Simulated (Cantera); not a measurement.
# Moist CO burnout

A perfectly stirred reactor is fed with CO : O₂ : H₂O : N₂ = 0.02 : 0.071 : 0.003 : 1 (molar parts), equivalence ratio 0.14, at 5330 Torr; it is held at 1450 K, and followed from long to short residence time.

Detailed kinetics in Cantera: GRI-Mech 3.0 (53 species, 325 reactions).

```
τ (s)        x CO    x O₂    x H₂O     x H₂     x NO    x HO₂
-------  --------  ------  -------  -------  -------  -------
1.1       6.20e-5  0.0563  0.00276  9.16e-8  4.86e-6  3.09e-7
0.28     0.000168  0.0563  0.00276  2.28e-7  5.75e-6  7.60e-7
0.072    0.000451  0.0565  0.00275  5.87e-7  6.18e-6  1.76e-6
0.018     0.00120  0.0568  0.00274  1.57e-6  5.21e-6  3.75e-6
0.0045    0.00301  0.0576  0.00273  3.95e-6  3.19e-6  7.01e-6
0.0011    0.00674  0.0593  0.00270  8.52e-6  1.37e-6  1.13e-5
0.00029    0.0119  0.0617  0.00268  1.31e-5  3.95e-7  1.47e-5
```
x: mole fraction; the columns are a selection and need not sum to one.
